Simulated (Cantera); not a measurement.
Feed: 1 mol B2O3, 5.9 mol H2, 9.8 mol NH3, equilibrated at 100 Torr.

These are equilibrium values from Cantera (NASA tables, ideal gas, pure condensed phases), not measurements of a reactor. Candidate condensed phases: B, BN, B2O3, B3O3H3, H2O; 39 gas species. Mutual solubility and eutectic melting of coexisting phases are not modelled. Gases not in the tables: H3BO3. Rates play no part. All values below are at 750 °C.

Base state: H2 0.806, N2 0.192, H2O 0.00228, NH3 2.12e-5 (mole fractions); condensed: BN(s) + B2O3(l).

### Question
What changes in the equilibrium state with this change: pressure from 100 Torr to 750 Torr?

### Answer
```json
[
 {"species": "H2", "before": "0.806", "after": "0.804"},
 {"species": "N2", "before": "0.192", "after": "0.191"},
 {"species": "H2O", "before": "0.00228", "after": "0.00445"},
 {"species": "NH3", "before": "2.12e-5", "after": "0.000158"},
 {"species": "BN(s), mol", "before": "0.0388", "after": "0.0758"},
 {"species": "B2O3(l), mol", "before": "0.980", "after": "0.962"}
]
```
